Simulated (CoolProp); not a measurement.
1-butene along the isotherm 199.15 °C: density (kg/m³) from the reference equation and from simpler models built on Tc = 146.1 °C, pc = 4.006 MPa, ω = 0.192; each cubic takes its own stable root.

Computed with CoolProp (reference Helmholtz-energy equation of state, Lemmon 2005). It is a short technical equation, of lower accuracy than the large ones.

```
p (MPa)          phase  reference  ideal gas  van der Waals  Soave-Redlich-Kwong  Peng-Robinson
-------  -------------  ---------  ---------  -------------  -------------------  -------------
1                  gas      15.21      14.29          15.16                15.18          15.31
2                  gas      32.69      28.58          32.53                32.49          33.08
3                  gas      53.33      42.86          53.18                52.69          54.18
4.01     supercritical      78.85      57.29          79.55                77.18          80.17
5.01     supercritical      111.0      71.58          116.3                107.1          112.4
6.01     supercritical      152.9      85.87          170.7                144.3          152.5
7.01     supercritical      204.3      100.2          215.0                185.9          197.8
8.01     supercritical      254.0      114.4          240.3                223.8          239.6
9.01     supercritical      291.6      128.7          257.2                253.9          273.5
10       supercritical      318.1      142.9          269.8                277.3          300.2
```
